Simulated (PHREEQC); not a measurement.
Ca(OH)2 is added in steps, without added water, to 1 kg of water holding 0.00018 mol Ca(HCO3)2 and 0.0001 mol CO2, at 25 °C. Oxygen alone is held at its pressure in air (log pO2 = -0.68). No CO2 enters from the air. The run lets Calcite, Portlandite precipitate or redissolve, and no other solid.

Base run: PHREEQC, ion-association model, wateq4f.dat. Each further column changes one thing. The table gives C in solution (mol/kgw).

```csv
Ca(OH)2 added (mol),base,all activity coefficients set to 1,Davies equation for every ion,Debye-Hückel limiting law,database pitzer.dat
0,0.000460,0.000460,0.000460,0.000460,0.000460
8.05e-05,0.000431,0.000426,0.000432,0.000432,0.000446
0.0001495,0.000308,0.000302,0.000308,0.000308,0.000327
0.00023,0.000182,0.000175,0.000182,0.000182,0.000208
0.0003105,9.57e-5,8.89e-5,9.57e-5,9.59e-5,0.000123
0.0003795,5.69e-5,5.08e-5,5.70e-5,5.72e-5,7.95e-5
0.00046,3.63e-5,3.12e-5,3.64e-5,3.65e-5,5.19e-5
```

 pitzer.dat has no redox and few complexes: it carries them in its interaction parameters. Solids allowed in the column 'database pitzer.dat': Aragonite, Portlandite.
